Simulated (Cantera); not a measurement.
Input: 1 mol SiF₄, 0.83 mol CH₄, 6.1 mol H₂, at 1448 K and 14000 Pa.

These are equilibrium values from Cantera (NASA tables, ideal gas, pure condensed phases), not measurements of a reactor. Candidate condensed phases: C, C₆H₆, C₇H₈, C₈H₁₈, Si, SiC; 113 gas species. The tables' values for SiF₃, SiF₂ are old estimates; treat these amounts as uncertain. Kinetics and transport are ignored.

### Question
What is the equilibrium state?

### Answer
```
Quantity                             Result
--------------------------------  ---------
x(H₂)                                 0.877
x(SiF₄)                               0.105
x(HF)                               0.00870
x(SiF₃)                             0.00478
x(SiHF₃)                            0.00354
x(CH₄)                             0.000359
x(SiF₂)                            0.000135
x(SiH₂F₂)                           5.48e-5
x(H)                                2.31e-5
n(C(graphite))                    0.827 mol
gas amount                        8.779 mol
log10 activity of Si(s) (absent)      -2.36
```
